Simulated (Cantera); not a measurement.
What does this Cantera script print?

```python
import numpy as np
import cantera as ct

gas_names = [...]  # 95 gases of nasa_gas.yaml made of C, F, H
cond_names = """
    C(gr) C6H6(L) C7H8(L) C8H18(L),n-octa
""".split()


# ... load() reads the species with a 1 bar reference pressure and builds the phases ...
atoms = {
    'CF4': {'C': 1, 'F': 4},
    'H2': {'H': 2},
}
top_T = {'C(gr)': 4500}  # K; cautious upper limits of use, not melting points


# ... equilibrate(T, P, feed) seeds the gas with the atoms and calls Mixture.equilibrate('TP', solver="vcs", rtol=1e-11, max_steps=5000) ...
results = []
P = 210  # Pa
for T in [2550, 2600, 2650, 2700, 2750, 2800, 2850, 2900, 2950, 3000, 3050, 3100, 3150]:
    for m in [0.2, 0.3, 0.43, 0.63, 0.93, 1.4, 2, 2.9, 4.2, 6.2, 9.1, 13]:
        feed = {'CF4': 1, 'H2': m}  # mol
        mix = equilibrate(T, P, feed)
        results.append((T, P, feed, dict(zip(mix.species_names, mix.species_moles))))

for T, P, feed, n in results:
    print(f"{T:7g} {feed['H2']:10.4g}  " + (" + ".join(c for c in cond_names if n.get(c, 0) > 1e-12) or "gas only"))
```

Output:

```
   2550        0.2  C(gr)
   2550        0.3  C(gr)
   2550       0.43  C(gr)
   2550       0.63  C(gr)
   2550       0.93  C(gr)
   2550        1.4  C(gr)
   2550          2  C(gr)
   2550        2.9  C(gr)
   2550        4.2  C(gr)
   2550        6.2  C(gr)
   2550        9.1  C(gr)
   2550         13  C(gr)
   2600        0.2  C(gr)
   2600        0.3  C(gr)
   2600       0.43  C(gr)
   2600       0.63  C(gr)
   2600       0.93  C(gr)
   2600        1.4  C(gr)
   2600          2  C(gr)
   2600        2.9  C(gr)
   2600        4.2  C(gr)
   2600        6.2  C(gr)
   2600        9.1  C(gr)
   2600         13  C(gr)
   2650        0.2  C(gr)
   2650        0.3  C(gr)
   2650       0.43  C(gr)
   2650       0.63  C(gr)
   2650       0.93  C(gr)
   2650        1.4  C(gr)
   2650          2  C(gr)
   2650        2.9  C(gr)
   2650        4.2  C(gr)
   2650        6.2  C(gr)
   2650        9.1  C(gr)
   2650         13  C(gr)
   2700        0.2  C(gr)
   2700        0.3  C(gr)
   2700       0.43  C(gr)
   2700       0.63  C(gr)
   2700       0.93  C(gr)
   2700        1.4  C(gr)
   2700          2  C(gr)
   2700        2.9  C(gr)
   2700        4.2  C(gr)
   2700        6.2  C(gr)
   2700        9.1  C(gr)
   2700         13  C(gr)
   2750        0.2  C(gr)
   2750        0.3  C(gr)
   2750       0.43  C(gr)
   2750       0.63  C(gr)
   2750       0.93  C(gr)
   2750        1.4  C(gr)
   2750          2  C(gr)
   2750        2.9  C(gr)
   2750        4.2  C(gr)
   2750        6.2  C(gr)
   2750        9.1  C(gr)
   2750         13  C(gr)
   2800        0.2  C(gr)
   2800        0.3  C(gr)
   2800       0.43  C(gr)
   2800       0.63  C(gr)
   2800       0.93  C(gr)
   2800        1.4  C(gr)
   2800          2  C(gr)
   2800        2.9  C(gr)
   2800        4.2  C(gr)
   2800        6.2  C(gr)
   2800        9.1  gas only
   2800         13  gas only
   2850        0.2  C(gr)
   2850        0.3  C(gr)
   2850       0.43  C(gr)
   2850       0.63  C(gr)
   2850       0.93  C(gr)
   2850        1.4  C(gr)
   2850          2  C(gr)
   2850        2.9  C(gr)
   2850        4.2  C(gr)
   2850        6.2  gas only
   2850        9.1  gas only
   2850         13  gas only
   2900        0.2  gas only
   2900        0.3  gas only
   2900       0.43  gas only
   2900       0.63  gas only
   2900       0.93  C(gr)
   2900        1.4  C(gr)
   2900          2  C(gr)
   2900        2.9  gas only
   2900        4.2  gas only
   2900        6.2  gas only
   2900        9.1  gas only
   2900         13  gas only
   2950        0.2  gas only
   2950        0.3  gas only
   2950       0.43  gas only
   2950       0.63  gas only
   2950       0.93  gas only
   2950        1.4  gas only
   2950          2  gas only
   2950        2.9  gas only
   2950        4.2  gas only
   2950        6.2  gas only
   2950        9.1  gas only
   2950         13  gas only
   3000        0.2  gas only
   3000        0.3  gas only
   3000       0.43  gas only
   3000       0.63  gas only
   3000       0.93  gas only
   3000        1.4  gas only
   3000          2  gas only
   3000        2.9  gas only
   3000        4.2  gas only
   3000        6.2  gas only
   3000        9.1  gas only
   3000         13  gas only
   3050        0.2  gas only
   3050        0.3  gas only
   3050       0.43  gas only
   3050       0.63  gas only
   3050       0.93  gas only
   3050        1.4  gas only
   3050          2  gas only
   3050        2.9  gas only
   3050        4.2  gas only
   3050        6.2  gas only
   3050        9.1  gas only
   3050         13  gas only
   3100        0.2  gas only
   3100        0.3  gas only
   3100       0.43  gas only
   3100       0.63  gas only
   3100       0.93  gas only
   3100        1.4  gas only
   3100          2  gas only
   3100        2.9  gas only
   3100        4.2  gas only
   3100        6.2  gas only
   3100        9.1  gas only
   3100         13  gas only
   3150        0.2  gas only
   3150        0.3  gas only
   3150       0.43  gas only
   3150       0.63  gas only
   3150       0.93  gas only
   3150        1.4  gas only
   3150          2  gas only
   3150        2.9  gas only
   3150        4.2  gas only
   3150        6.2  gas only
   3150        9.1  gas only
   3150         13  gas only
```

Method: chemical equilibrium by Gibbs-energy minimisation in Cantera with the NASA 1993 tables (ideal gas, pure condensed phases).
